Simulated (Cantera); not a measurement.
An isothermal, constant-pressure homogeneous reactor starts with 0.308 % CH₂O, 0.407 % O₂, 99.3 % N₂, at 1525 K and 1.00 bar.

Detailed kinetics in Cantera: GRI-Mech 3.0 (53 species, 325 reactions).

x: mole fraction; the columns are a selection and need not sum to one.

| t (s) | x CH₂O | x O₂ | x C₂H | x OH | x CO | x NO |
|---|---|---|---|---|---|---|
| 2.00e-5 | 0.00307 | 0.00407 | <1e-12 | 3.25e-8 | 3.14e-6 | <1e-12 |
| 0.000111 | 0.00295 | 0.00405 | <1e-12 | 6.02e-7 | 0.000124 | <1e-12 |
| 0.000616 | 8.16e-12 | [?] | <1e-12 | 0.000229 | 0.00266 | 1.39e-7 |
| 0.00342 | 1.89e-12 | [?] | <1e-12 | 0.000178 | 0.000973 | 2.85e-6 |
| 0.0190 | <1e-12 | [?] | <1e-12 | 7.64e-5 | 0.000238 | 4.36e-6 |
| 0.105 | <1e-12 | 0.000999 | <1e-12 | 2.44e-5 | 2.59e-5 | 4.67e-6 |
| 0.585 | <1e-12 | 0.000990 | <1e-12 | 8.16e-6 | 2.54e-6 | 4.72e-6 |
| 3.25 | <1e-12 | 0.000990 | <1e-12 | 4.56e-6 | 7.28e-7 | 4.74e-6 |
| 18.0 | <1e-12 | 0.000990 | <1e-12 | 4.47e-6 | 6.96e-7 | 4.81e-6 |
| 100 | <1e-12 | 0.000990 | <1e-12 | 4.47e-6 | 6.96e-7 | 5.20e-6 |

Question: Complete the blanks.

Answer: 
- 0.000616, x O₂: 0.00240
- 0.00342, x O₂: 0.00154
- 0.0190, x O₂: 0.00111
